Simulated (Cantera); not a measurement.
An adiabatic, constant-pressure homogeneous reactor starts with CH4 : CO : O2 : N2 : CO2 = 1 : 0.84 : 7.56 : 28.4 : 4.4 (molar parts), at 1623 K and 48000 Pa.

Computed with Cantera and GRI-Mech 3.0 (53 species, 325 reactions).

Question: Predict: time of steepest temperature rise; temperature at 10.0 s; equilibrium temperature; x(CO) at 10.0 s; x(O2) at 10.0 s; x(H2O) at 10.0 s; x(OH) at 10.0 s.

Answer: 
```json
{
 "time_of_steepest_temperature_rise": "0.651 ms",
 "temperature at 10.0 s": "2178 K",
 "equilibrium_temperature": "2178 K",
 "x(CO) at 10.0 s": "0.00317 (gas-phase equilibrium 0.00317)",
 "x(O2) at 10.0 s": "0.119 (gas-phase equilibrium 0.119)",
 "x(H2O) at 10.0 s": "0.0459 (gas-phase equilibrium 0.0459)",
 "x(OH) at 10.0 s": "0.00322 (gas-phase equilibrium 0.00322)"
}
```
